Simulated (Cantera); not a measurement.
Standard-state values (1 bar) from the NASA 1993 polynomials, evaluated with Cantera. Values are per mole of reaction as written; species without (g) are pure solids or liquids, kept so even where they would boil at 1 bar. VN: taken at fixed stoichiometry.

4 NO(g) + 2 V2O3 → 4 VN + 5 O2(g), with ΔH° = 1203.8 kJ and ΔS° = 135.3 J/K at 300 K.

**Question.** How far is the shortcut ΔG° ≈ ΔH°(300 K) − T·ΔS°(300 K) from the full temperature-dependent value at 548, 648, 748, 848, 948 K?

**Answer.** 
| T (K) | shortcut (kJ) | full (kJ) | difference (kJ) | difference in log10 K |
|---|---|---|---|---|
| 548 | 1129.7 | 1132.2 | -2.5 | 0.24 |
| 648 | 1116.1 | 1120.7 | -4.6 | 0.37 |
| 748 | 1102.6 | 1109.7 | -7.1 | 0.49 |
| 848 | 1089.1 | 1098.9 | -9.8 | 0.61 |
| 948 | 1075.5 | 1088.4 | -12.9 | 0.71 |
The shortcut ignores the heat-capacity change of the reaction.
